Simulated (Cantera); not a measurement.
An adiabatic, constant-volume homogeneous reactor starts with CO : H2 : O2 : N2 = 1 : 0.83 : 1.79 : 6.75 (molar parts), at 1250 K and 26.0 bar.

Model: GRI-Mech 3.0 (53 species, 325 reactions), integrated in Cantera. The hydrogen kinetics of GRI-Mech 3.0 are dated; newer H2 mechanisms differ, most at raised pressure. The pressure lies above the range GRI-Mech 3.0 was tuned for (to about 10 atm).

Question: Predict: time of steepest temperature rise; temperature at 0.500 s; equilibrium temperature; x(CO) at 0.500 s; x(H2) at 0.500 s; x(O2) at 0.500 s; x(H) at 0.500 s; x(HO2) at 0.500 s; x(NO) at 0.500 s.

Answer: 
- time of steepest temperature rise: 36.1 µs
- temperature at 0.500 s: 2706 K
- equilibrium temperature: 2706 K
- x(CO) at 0.500 s: 0.00492 (gas-phase equilibrium 0.00492)
- x(H2) at 0.500 s: 0.000605 (gas-phase equilibrium 0.000605)
- x(O2) at 0.500 s: 0.0827 (gas-phase equilibrium 0.0827)
- x(H) at 0.500 s: 0.000200 (gas-phase equilibrium 0.000200)
- x(HO2) at 0.500 s: 2.85e-5 (gas-phase equilibrium 2.85e-5)
- x(NO) at 0.500 s: 0.0191 (gas-phase equilibrium 0.0191)
